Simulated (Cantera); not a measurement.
A perfectly stirred reactor is fed with NO : N2 : H2O = 1 : 0.23 : 0.0015 (molar parts), at 1.18 atm; it is held at 2175 K, and followed from long to short residence time.

Cantera simulation using GRI-Mech 3.0 (53 species, 325 reactions); the numbers are that mechanism's predictions, not measurements.

One state of this run: x NO = 0.157; x N2O = 1.11e-5; x NO2 = 0.000283; x N2 = 0.514; x O = 0.00122; x O2 = 0.326. x: mole fraction; the columns are a selection and need not sum to one.

Problem. Which value of τ (s) does it belong to?
(A) 0.018
(B) 0.13
(C) 0.98
(D) 0.50

Solution. D, 0.50
